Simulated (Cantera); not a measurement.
An isothermal, constant-pressure homogeneous reactor starts with 7.14 % C₂H₆, 92.9 % H₂, at 1400 K and 0.00260 bar.

Computed with Cantera and GRI-Mech 3.0 (53 species, 325 reactions). GRI-Mech 3.0 stops at C3 and has no aromatics, soot or wall deposition, so with more carbon than oxygen in the feed, carbon stays in small species such as C2H2 where larger ones or solid carbon would form. Radical loss at walls, strong at low pressure, is not modelled.

One state of this run: x C₂H₆ = 0.0548; x H₂ = 0.922; x H = 0.000502; x CH₂ = 6.04e-7; x C₂H₄ = 0.00857; x CH₄ = 0.0107; x CH₃ = 0.00225. x: mole fraction; the columns are a selection and need not sum to one.

Problem. Which value of t (s) does it belong to?
A. 0.0147
B. 0.00554
C. 1.89
D. 0.102

Solution. B, 0.00554
